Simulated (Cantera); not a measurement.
A Cantera script and its output.

```python
import numpy as np
import cantera as ct

gas = ct.Solution("h2o2.yaml")
gas.TPX = 475, 500000, {'H2': 1, 'O2': 0.227, 'N2': 0.855}
flame = ct.FreeFlame(gas, width=0.013)
flame.set_refine_criteria(ratio=3, slope=0.08, curve=0.16)
flame.transport_model = "mixture-averaged"
flame.solve(loglevel=0, auto=True)
z, T = flame.grid, flame.T
thick = (T[-1] - T[0]) / np.gradient(T, z).max()
show = ['H2', 'O2', 'H', 'H2O', 'O', 'OH']
print(f"laminar burning velocity  {flame.velocity[0] * 100:.3f} cm/s")
print(f"burnt temperature         {T[-1]:.1f} K")
print(f"thermal thickness         {thick * 1e3:.4f} mm")
print(f"grid points               {len(z)}")
z0 = z[flame.heat_release_rate.argmax()]
print(f"{'z/mm':>9s}{'T/K':>9s}{'u/(m/s)':>9s}" + "".join(f"{s:>11s}" for s in show))
rows = []
for k in (-3, -2, -1.5, -1, -0.5, -0.25, 0, 0.25, 0.5, 1, 2, 4, 8):
    zz = z0 + k * thick
    rows.append([k * thick, np.interp(zz, z, T), np.interp(zz, z, flame.velocity),
                 *(np.interp(zz, z, flame.X[gas.species_index(s)]) for s in show)])
    print(f"{rows[-1][0] * 1e3:9.3f}{rows[-1][1]:9.1f}{rows[-1][2]:9.3f}" + "".join(f"{x:11.3e}" for x in rows[-1][3:]))
```

Output:

```
laminar burning velocity  574.568 cm/s
burnt temperature         2139.0 K
thermal thickness         0.0530 mm
grid points               110
     z/mm      T/K  u/(m/s)         H2         O2          H        H2O          O         OH
   -0.159    475.0    5.746  4.803e-01  1.090e-01  1.915e-14  8.195e-10  4.024e-12  5.581e-14
   -0.106    475.0    5.746  4.803e-01  1.090e-01  1.066e-12  4.079e-08  2.208e-10  3.069e-12
   -0.080    475.2    5.747  4.802e-01  1.091e-01  1.261e-11  4.928e-07  2.549e-09  3.610e-11
   -0.053    476.7    5.759  4.795e-01  1.092e-01  6.632e-10  1.099e-05  5.009e-08  1.362e-09
   -0.027    554.0    6.561  4.662e-01  1.102e-01  7.192e-05  2.971e-03  1.132e-05  6.555e-05
   -0.013    873.0    9.999  4.279e-01  1.008e-01  3.769e-03  3.244e-02  2.226e-04  8.175e-04
    0.000   1269.4   14.197  3.670e-01  7.242e-02  1.872e-02  9.630e-02  1.157e-03  1.424e-03
    0.013   1546.2   17.159  3.101e-01  3.601e-02  3.647e-02  1.668e-01  1.668e-03  2.381e-03
    0.027   1693.9   18.742  2.797e-01  1.394e-02  4.494e-02  2.090e-01  1.137e-03  2.734e-03
    0.053   1819.2   20.032  2.672e-01  1.909e-03  4.345e-02  2.331e-01  4.469e-04  2.746e-03
    0.106   1916.9   20.979  2.718e-01  1.526e-04  3.304e-02  2.384e-01  2.267e-04  2.457e-03
    0.212   1998.7   21.745  2.786e-01  4.400e-05  2.211e-02  2.407e-01  1.103e-04  1.897e-03
    0.424   2058.7   22.295  2.838e-01  1.784e-05  1.366e-02  2.425e-01  4.497e-05  1.291e-03
```

Model: the H2/O2 subset of GRI-Mech 3.0, which has no nitrogen chemistry, integrated in Cantera. The hydrogen kinetics of GRI-Mech 3.0 are dated; newer H2 mechanisms differ, most at raised pressure. Burning velocities carry a grid error of a few per cent, more on coarse grids.
